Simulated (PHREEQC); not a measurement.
A made-up water analysis in mg/L, 25 °C, pH 6.81, pe 8.3: Na 0.00847; K 0.000305; Ca 0.00753; Mg 0.00412; Cl 0.0123; S(6) as SO4 0.00567; Alkalinity as HCO3 0.0383; Si as SiO2 0.000814; Zn 2.87e-05; Br 3.04e-05.

Valence states are taken as typed.

All values are PHREEQC results (ion-association model, wateq4f.dat), not measurements.

Each row changes one thing in this solution. This is a speciation only: nothing precipitates in the calculation.

```
case                                         ionic strength (mol/kgw)  HCO3- (mol/kgw)  CO2 (mol/kgw)  CO3-2 (mol/kgw)  SI of Quartz (SiO2)
-------------------------------------------  ------------------------  ---------------  -------------  ---------------  -------------------
as made                                                       1.66e-6          7.18e-7        2.50e-7         2.18e-10                -3.89
pH from 6.81 to 7.11 at the same alkalinity                   1.59e-6          5.76e-7        1.00e-7         3.49e-10                -3.89
pH from 6.81 to 6.31 at the same alkalinity                   2.00e-6          1.10e-6        1.21e-6         1.06e-10                -3.89
K from 0.000305 to 0.00061 mg/L                               1.67e-6          7.18e-7        2.50e-7         2.18e-10                -3.89
Mg from 0.00412 to 0.0124 mg/L                                2.35e-6          7.18e-7        2.49e-7         2.18e-10                -3.89
```
